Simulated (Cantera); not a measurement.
What does this Cantera script print?

```python
import numpy as np
import cantera as ct

gas_names = """
    H HNO HNO2 HNO3 HO2 H2 H2O H2O2 N NH NH2 NH3 NH2OH NO NO2 NO3 N2 N2H2 N2H4 N2O O OH O2 O3 Si SiH
    SiH2 SiH3 SiH4 SiN SiO SiO2 Si2 Si2N Si3
""".split()
cond_names = """
    H2O(s) H2O(L) Si(cr) Si(L) SiO2(Lqz) SiO2(hqz) SiO2(L) Si2N2O(s) Si3N4(a)
""".split()


# ... load() reads the species with a 1 bar reference pressure and builds the phases ...
atoms = {
    'Si': {'Si': 1},
    'H2O': {'H': 2, 'O': 1},
    'N2': {'N': 2},
}
top_T = {'Si2N2O(s)': 2100, 'Si3N4(a)': 2400}  # K; cautious upper limits of use, not melting points


# ... equilibrate(T, P, feed) seeds the gas with the atoms and calls Mixture.equilibrate('TP', solver="vcs", rtol=1e-11, max_steps=5000) ...
results = []
T = 1773.15  # K
P = 2  # Pa
for m in [1.4, 1.8, 2.3, 3, 3.8, 4.9, 6.4, 8.2, 11, 14, 18, 23, 30]:
    feed = {'Si': 1, 'H2O': 0.0016, 'N2': m}  # mol
    mix = equilibrate(T, P, feed)
    results.append((T, P, feed, dict(zip(mix.species_names, mix.species_moles))))

top = {s: max(r[3][s] / sum(r[3][g] for g in gas_names) for r in results) for s in gas_names}
cols = sorted((s for s in top if top[s] > 1e-06), key=lambda s: -top[s])[:5]
seen = [c for c in cond_names if any(r[3].get(c, 0) > 1e-12 for r in results)]
print("log10 of partial pressures in bar; condensed amounts in mol")
print(f"{'n(N2)':>10s}" + "".join(f"{s[:9]:>10s}" for s in cols + seen))
for T, P, feed, n in results:
    ng = sum(n[g] for g in gas_names)
    print(f"{feed['N2']:10.4g}" + "".join(f"{np.log10(max(n[s] / ng * P / 1e5, 1e-99)):10.3f}" for s in cols)
          + "".join(f"{n.get(c, 0):10.4g}" for c in seen))
```

Output:

```
log10 of partial pressures in bar; condensed amounts in mol
     n(N2)        N2        Si         H       SiO       Si2     Si(L)
       1.4    -4.750    -5.671    -7.602    -7.692    -7.925    0.8264
       1.8    -4.750    -5.671    -7.682    -7.801    -7.925    0.7774
       2.3    -4.749    -5.671    -7.763    -7.907    -7.925    0.7161
         3    -4.749    -5.671    -7.853    -8.022    -7.925    0.6303
       3.8    -4.749    -5.671    -7.936    -8.125    -7.925    0.5323
       4.9    -4.749    -5.671    -8.028    -8.235    -7.925    0.3976
       6.4    -4.749    -5.671    -8.127    -8.351    -7.925    0.2138
       8.2    -4.749    -5.673    -8.221    -8.458    -7.930         0
        11    -4.737    -5.786    -8.324    -8.574    -8.157         0
        14    -4.729    -5.882    -8.412    -8.671    -8.348         0
        18    -4.722    -5.983    -8.506    -8.774    -8.551         0
        23    -4.717    -6.084    -8.601    -8.875    -8.752         0
        30    -4.713    -6.194    -8.707    -8.986    -8.973         0
```

Method: chemical equilibrium by Gibbs-energy minimisation in Cantera with the NASA 1993 tables (ideal gas, pure condensed phases). The tables' values for SiN are old estimates; treat these amounts as uncertain.
